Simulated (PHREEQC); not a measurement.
## Polishing slurry liquid: an equilibrium model

A solution holds 8.4e-05 mol KOH, 3.3e-09 mol H4SiO4 and 0.00051 mol CuSO4 per kg of water, at 83 °C. Closed to the air; pH follows from the charge balance.

Model: ion-association model, phreeqc.dat, run in PHREEQC.

```yaml
pH: 5.41
ionic_strength: 0.00186 mol/kgw
total_alkalinity: 0.0840 meq/kg
```

```json
[
 {"species": "SO4-2", "molality": "0.000474", "activity": "0.000383", "log γ": "-0.092"},
 {"species": "Cu+2", "molality": "0.000387", "activity": "0.000314", "log γ": "-0.091"},
 {"species": "K+", "molality": "8.35e-5", "activity": "7.91e-5", "log γ": "-0.024"},
 {"species": "Cu2(OH)2+2", "molality": "4.35e-5", "activity": "3.51e-5", "log γ": "-0.094"},
 {"species": "CuSO4", "molality": "3.44e-5", "activity": "3.44e-5", "log γ": "0.000"},
 {"species": "H+", "molality": "4.11e-6", "activity": "3.91e-6", "log γ": "-0.022"},
 {"species": "CuOH+", "molality": "8.48e-7", "activity": "8.04e-7", "log γ": "-0.023"},
 {"species": "HSO4-", "molality": "6.87e-7", "activity": "6.51e-7", "log γ": "-0.023"},
 {"species": "KSO4-", "molality": "5.24e-7", "activity": "4.97e-7", "log γ": "-0.023"},
 {"species": "Cu(OH)2", "molality": "4.29e-7", "activity": "4.30e-7", "log γ": "0.000"},
 {"species": "OH-", "molality": "7.94e-8", "activity": "7.52e-8", "log γ": "-0.024"},
 {"species": "H4SiO4", "molality": "3.30e-9", "activity": "3.30e-9", "log γ": "0.000"}
]
```

This is a speciation only: nothing precipitates in the calculation. Species that the database lacks are ignored. Away from 25 °C the constants follow the database's enthalpies or fits; those with neither stay at their 25 °C values.
